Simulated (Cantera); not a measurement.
An adiabatic, constant-volume homogeneous reactor starts with CH3OH : O2 : N2 = 1 : 3.49 : 33.5 (molar parts), equivalence ratio 0.43, at 1775 K and 293 Torr. Integrator tolerance rtol = 1e-08.

Model: GRI-Mech 3.0 (53 species, 325 reactions), integrated in Cantera. GRI-Mech 3.0 was tuned for natural gas; its chemistry of methanol as a main component is partial and can be far from experiment.

```tsv
quantity	before	after
time of steepest temperature rise	0.132 ms	0.133 ms
temperature at 0.300 s	2299 K	2224 K
equilibrium temperature	2299 K	2215 K
x(CH3OH) at 0.300 s	<1e-12 (gas-phase equilibrium <1e-12)	<1e-12 (gas-phase equilibrium <1e-12)
x(O2) at 0.300 s	0.0473 (gas-phase equilibrium 0.0472)	0.183 (gas-phase equilibrium 0.181)
x(N2O) at 0.300 s	3.22e-7 (gas-phase equilibrium 3.24e-7)	4.30e-7 (gas-phase equilibrium 4.45e-7)
x(NO2) at 0.300 s	2.81e-6 (gas-phase equilibrium 2.95e-6)	6.83e-6 (gas-phase equilibrium 9.56e-6)
x(NO) at 0.300 s	0.00740 (gas-phase equilibrium 0.00779)	0.00845 (gas-phase equilibrium 0.0118)
x(CH3) at 0.300 s	<1e-12 (gas-phase equilibrium <1e-12)	<1e-12 (gas-phase equilibrium <1e-12)
```

Task: Name the change that produced these shifts.
(A) initial temperature 1775 to 1375 K
(B) O2 3.49 to 10 parts
(C) initial temperature 1775 to 1600 K
(D) pressure from 293 Torr to 3750 Torr

Result: B, O2 3.49 to 10 parts
